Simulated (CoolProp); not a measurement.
The fluoroketone C6F12O (FK-5-1-12) along the isobar 0.387 MPa: fugacity coefficient from the reference equation and from simpler models built on Tc = 441.8 K, pc = 1.869 MPa, ω = 0.471; each cubic takes its own stable root.

Model: reference Helmholtz-energy equation of state, McLinden 2015, in CoolProp.

```json
[
 {"T (K)": "191.9", "phase": "liquid", "reference": "4.000e-5"},
 {"T (K)": "232.9", "phase": "liquid", "reference": "0.002484"},
 {"T (K)": "273.9", "phase": "liquid", "reference": "0.03405"},
 {"T (K)": "314.9", "phase": "liquid", "reference": "0.1961"},
 {"T (K)": "355.9", "phase": "liquid", "reference": "0.6571"},
 {"T (K)": "396.9", "phase": "gas", "reference": "0.8941"},
 {"T (K)": "437.9", "phase": "gas", "reference": "0.9264"},
 {"T (K)": "478.9", "phase": "gas", "reference": "0.9473"}
]
```

How far does each simpler model (van der Waals, Redlich-Kwong, Soave-Redlich-Kwong) lie from the reference over these 8 states: mean and median of the absolute difference, and the worst?


- van der Waals: mean 17016.7 %, median 188.6 %, worst +126925.0 % at 191.9 K and 0.387 MPa
- Redlich-Kwong: mean 550.8 %, median 82.5 %, worst +3120.0 % at 191.9 K and 0.387 MPa
- Soave-Redlich-Kwong: mean 4.0 %, median 1.0 %, worst +22.1 % at 191.9 K and 0.387 MPa

At some of these states van der Waals, Redlich-Kwong gives the other phase, because its saturation line lies elsewhere.
